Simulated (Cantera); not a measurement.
A closed system holds: 1 mol SiHCl3, 0.7 mol N2, 29 mol H2, held at 1850 K and 0.000130 bar.

Cantera equilibrium calculation (NASA polynomials, part measured and part estimated; ideal gas, pure solids and liquids). Candidate condensed phases: NH4Cl, Si, Si3N4; 28 gas species. The tables' values for SiCl, SiN are old estimates; treat these amounts as uncertain. Gases not in the tables: Si2H6 and higher silanes. Rates play no part.

Base state: H2 0.832, HCl 0.0714, H 0.0431, N2 0.0211, Si 0.0210, SiCl2 0.00750, Cl 0.00281, SiCl 0.00122 (mole fractions); condensed: gas only.

What changes in the equilibrium state with this change: temperature from 1850 K to 948.15 K?


```csv
species,before,after
H2,0.832,0.903
HCl,0.0714,0.0959
N2,0.0211,0.00120
H,0.0431,4.39e-8
Si,0.0210,<1e-9
SiCl4,1.46e-9,0.000174
SiCl,0.00122,<1e-9
Cl,0.00281,4.44e-9
SiH,0.000217,<1e-9
Si2,6.23e-5,<1e-9
SiH2,1.49e-5,<1e-9
"Si3N4(s), mol",0,0.331
```
N2 is the only nitrogen source here; it is nearly inert below about 1500 K, so the nitride shown seldom forms there in practice.
